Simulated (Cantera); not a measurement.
**Thermodynamics of halide evaporation, hydrolysis and transport, feed AlF₃ + N₂**

A closed system holds: 1 mol AlF₃, 2.4 mol N₂, held at 0.000340 bar.

Equilibrium computed with Cantera from the NASA thermochemical tables; the gas is ideal and each condensed phase is pure. Candidate condensed phases: Al, AlF₃, AlN; 14 gas species. The tables' values for AlF₂ are old estimates; treat these amounts as uncertain. Rates play no part.

From 1450 K to 2125 K nothing is condensed. The main Al-bearing gas is AlF₃ throughout.

```json
[
 {"T (K)": "1450", "x N₂": "0.706", "x AlF₃": "0.294", "x F": "4.17e-6", "x AlF₂": "4.16e-6", "x AlF": "1.23e-9", "x Al₂F₆": "1.22e-5", "x N": "<1e-12"},
 {"T (K)": "1525", "x N₂": "0.706", "x AlF₃": "0.294", "x F": "1.40e-5", "x AlF₂": "1.40e-5", "x AlF": "9.91e-9", "x Al₂F₆": "5.45e-6", "x N": "5.19e-12"},
 {"T (K)": "1600", "x N₂": "0.706", "x AlF₃": "0.294", "x F": "4.19e-5", "x AlF₂": "4.17e-5", "x AlF": "6.56e-8", "x Al₂F₆": "2.64e-6", "x N": "3.05e-11"},
 {"T (K)": "1675", "x N₂": "0.706", "x AlF₃": "0.294", "x F": "0.000114", "x AlF₂": "0.000113", "x AlF": "3.67e-7", "x Al₂F₆": "1.37e-6", "x N": "1.53e-10"},
 {"T (K)": "1750", "x N₂": "0.706", "x AlF₃": "0.294", "x F": "0.000284", "x AlF₂": "0.000280", "x AlF": "1.76e-6", "x Al₂F₆": "7.55e-7", "x N": "6.67e-10"},
 {"T (K)": "1825", "x N₂": "0.705", "x AlF₃": "0.293", "x F": "0.000657", "x AlF₂": "0.000642", "x AlF": "7.41e-6", "x Al₂F₆": "4.37e-7", "x N": "2.58e-9"},
 {"T (K)": "1900", "x N₂": "0.705", "x AlF₃": "0.292", "x F": "0.00143", "x AlF₂": "0.00137", "x AlF": "2.76e-5", "x Al₂F₆": "2.64e-7", "x N": "9.00e-9"},
 {"T (K)": "1975", "x N₂": "0.704", "x AlF₃": "0.290", "x F": "0.00294", "x AlF₂": "0.00275", "x AlF": "9.23e-5", "x Al₂F₆": "1.65e-7", "x N": "2.85e-8"},
 {"T (K)": "2050", "x N₂": "0.702", "x AlF₃": "0.287", "x F": "0.00575", "x AlF₂": "0.00519", "x AlF": "0.000278", "x Al₂F₆": "1.06e-7", "x N": "8.29e-8"},
 {"T (K)": "2125", "x N₂": "0.698", "x AlF₃": "0.281", "x F": "0.0108", "x AlF₂": "0.00923", "x AlF": "0.000764", "x Al₂F₆": "6.90e-8", "x N": "2.24e-7"}
]
```
x: gas mole fraction; nothing condenses.
